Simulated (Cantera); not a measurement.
A freely propagating, adiabatic, planar premixed flame of H₂ : O₂ : N₂ = 1 : 0.5 : 1.75 (molar parts), equivalence ratio 1.0, unburnt at 450 K and 2.60 bar; mixture-averaged transport, grid criteria slope 0.08 and curve 0.16, no radiation.

Model: the H2/O2 subset of GRI-Mech 3.0, which has no nitrogen chemistry, integrated in Cantera. The hydrogen kinetics of GRI-Mech 3.0 are dated; newer H2 mechanisms differ, most at raised pressure. Burning velocities carry a grid error of a few per cent, more on coarse grids.

Question: How do the results move with these cheaper or finer settings: unity-Lewis-number transport; multicomponent transport; multicomponent+Soret transport; grid criteria slope 0.5, curve 1; grid criteria slope 0.25, curve 0.5; grid criteria slope 0.03, curve 0.06?

Answer: 
```tsv
setting	laminar burning velocity	thermal thickness	peak x(O)	peak x(H₂O₂)	grid points
as above	475 cm/s	0.118 mm	0.0103	9.00e-5	113
unity-Lewis-number transport	348 cm/s	0.100 mm	0.0109	3.32e-5	98
multicomponent transport	467 cm/s	0.117 mm	0.0102	9.13e-5	113
multicomponent+Soret transport	432 cm/s	0.115 mm	0.0101	9.40e-5	113
grid criteria slope 0.5, curve 1	527 cm/s	0.143 mm	0.0107	7.58e-5	41
grid criteria slope 0.25, curve 0.5	492 cm/s	0.127 mm	0.0103	8.08e-5	53
grid criteria slope 0.03, curve 0.06	473 cm/s	0.116 mm	0.0102	9.19e-5	240
```
Unity Lewis numbers drop preferential diffusion, which matters most where H2 and H carry the flame; Soret adds thermal diffusion.
